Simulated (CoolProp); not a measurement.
Dimethyl ether along the isotherm 432.6 K: Z from the reference equation and from simpler models built on Tc = 400.4 K, pc = 5.337 MPa, ω = 0.196; each cubic takes its own stable root.

Computed with CoolProp (reference Helmholtz-energy equation of state, Wu 2011).

```json
[
 {"p (MPa)": "0.0422", "phase": "gas", "reference": "0.9978", "van der Waals": "0.9981", "Redlich-Kwong": "0.9978", "Soave-Redlich-Kwong": "0.9979"},
 {"p (MPa)": "0.08", "phase": "gas", "reference": "0.9958", "van der Waals": "0.9963", "Redlich-Kwong": "0.9959", "Soave-Redlich-Kwong": "0.9960"},
 {"p (MPa)": "0.152", "phase": "gas", "reference": "0.9920", "van der Waals": "0.9930", "Redlich-Kwong": "0.9922", "Soave-Redlich-Kwong": "0.9925"},
 {"p (MPa)": "0.287", "phase": "gas", "reference": "0.9848", "van der Waals": "0.9866", "Redlich-Kwong": "0.9853", "Soave-Redlich-Kwong": "0.9857"},
 {"p (MPa)": "0.545", "phase": "gas", "reference": "0.9710", "van der Waals": "[?]", "Redlich-Kwong": "0.9718", "Soave-Redlich-Kwong": "0.9727"},
 {"p (MPa)": "1.03", "phase": "gas", "reference": "0.9447", "van der Waals": "0.9507", "Redlich-Kwong": "0.9459", "Soave-Redlich-Kwong": "0.9477"},
 {"p (MPa)": "1.96", "phase": "gas", "reference": "0.8922", "van der Waals": "[?]", "Redlich-Kwong": "0.8940", "Soave-Redlich-Kwong": "0.8977"},
 {"p (MPa)": "3.71", "phase": "gas", "reference": "0.7835", "van der Waals": "[?]", "Redlich-Kwong": "0.7852", "Soave-Redlich-Kwong": "0.7942"},
 {"p (MPa)": "7.04", "phase": "supercritical", "reference": "[?]", "van der Waals": "0.4605", "Redlich-Kwong": "0.5029", "Soave-Redlich-Kwong": "[?]"},
 {"p (MPa)": "13.3", "phase": "supercritical", "reference": "0.3988", "van der Waals": "0.5176", "Redlich-Kwong": "0.4490", "Soave-Redlich-Kwong": "0.4647"}
]
```

Question: Complete the blanks.

Answer: 
- 0.545, van der Waals: 0.9744
- 1.96, van der Waals: 0.9023
- 3.71, van der Waals: 0.7970
- 7.04, reference: 0.5089
- 7.04, Soave-Redlich-Kwong: 0.5422
